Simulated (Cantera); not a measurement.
Mixture: H2 : O2 : N2 = 1 : 0.526 : 1.98 (molar parts), at 10.0 bar, adiabatic and at constant volume. Ignition delay is the time to a rise of 400 K.

Computed with Cantera and the H2/O2 subset of GRI-Mech 3.0, which has no nitrogen chemistry. The hydrogen kinetics of GRI-Mech 3.0 are dated; newer H2 mechanisms differ, most at raised pressure. Where the delays flatten at high temperature, the 400 K rule measures the pace of heat release, not the induction time.

Task: Predict: delay at 1050 K; delay at 1200 K; delay at 1350 K; delay at 1500 K; delay at 1650 K; apparent activation energy between 1575 and 1725 K.

Result: 
- delay at 1050 K = 2.63 ms
- delay at 1200 K = 60.9 µs
- delay at 1350 K = 3.08 µs
- delay at 1500 K = 1.40 µs
- delay at 1650 K = 0.866 µs
- apparent activation energy between 1575 and 1725 K = 60 kJ/mol
